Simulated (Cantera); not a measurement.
An isothermal plug-flow reactor at 875 K and 128 Torr (inlet), inlet velocity 1.2 m/s, active area per volume 110 1/m; feed CO : O2 : N2 : H2O = 0.011 : 0.19 : 0.79 : 0.022 (molar parts), equivalence ratio 0.029.

Model: Deutschmann's 1995 Pt surface mechanism with GRI-Mech 3.0 gas chemistry, integrated in Cantera. Catalytic surfaces can have several steady states; this one follows from the mechanism file's or the stated starting coverage. Mass transfer to the wall is taken as infinitely fast.

### Question
Predict: x(CO) at z = 0.0069 m; x(O2) at z = 0.0069 m; x(H2O) at z = 0.0069 m; x(CO2) at z = 0.0069 m; θ(free Pt) at the exit; θ(O*) at the exit; θ(OH*) at the exit.

### Answer
* **x(CO) at z = 0.0069 m**: 0.000257
* **x(O2) at z = 0.0069 m**: 0.183
* **x(H2O) at z = 0.0069 m**: 0.0218
* **x(CO2) at z = 0.0069 m**: 0.0107
* **θ(free Pt) at the exit**: 0.121
* **θ(O*) at the exit**: 0.877
* **θ(OH*) at the exit**: 0.00147
